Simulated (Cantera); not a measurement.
Input: 1 mol SiF4, a varied amount of NH3, held at 0.0825 Torr.

Equilibrium computed with Cantera from the NASA thermochemical tables; the gas is ideal and each condensed phase is pure. Candidate condensed phases: Si, Si3N4; 37 gas species. The tables' values for SiF2, SiF3 are old estimates. Kinetics and transport are ignored.

Q: What condenses at these points (T in °C, n(NH3) in mol): (1002, 13); (902, 14); (752, 14); (1052, 14); (552, 17)?

A: 
```
T (°C)  n(NH3) in mol  condensed phases  Si condensed (%)
------  -------------  ----------------  ----------------
1002               13          gas only               0.0
902                14             Si3N4               0.9
752                14             Si3N4               0.6
1052               14          gas only               0.0
552                17             Si3N4               0.1
```
